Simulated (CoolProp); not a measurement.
Propylene glycol along the isotherm 620 K: fugacity coefficient from the reference equation and from simpler models built on Tc = 674.0 K, pc = 7.292 MPa, ω = 0.327; each cubic takes its own stable root.

Values from CoolProp's reference Helmholtz-energy equation of state, Eisenbach 2021.

| p (MPa) | phase | reference | van der Waals | Redlich-Kwong | Soave-Redlich-Kwong |
|---|---|---|---|---|---|
| 1.37 | gas | 0.9154 | 0.9321 | 0.9196 | 0.9160 |
| 2.73 | gas | 0.8305 | 0.8647 | 0.8411 | 0.8336 |
| 4.1 | liquid | 0.6420 | 0.7955 | 0.7613 | 0.7345 |
| 5.47 | liquid | 0.4958 | 0.7056 | 0.6211 | 0.5693 |
| 6.84 | liquid | 0.4084 | 0.5910 | 0.5142 | 0.4704 |
| 8.2 | liquid | 0.3507 | 0.5152 | 0.4434 | 0.4050 |
| 9.57 | liquid | 0.3094 | 0.4609 | 0.3926 | 0.3581 |
| 10.9 | liquid | 0.2794 | 0.4215 | 0.3556 | 0.3239 |

At some of these states van der Waals, Redlich-Kwong gives the other phase, because its saturation line lies elsewhere.
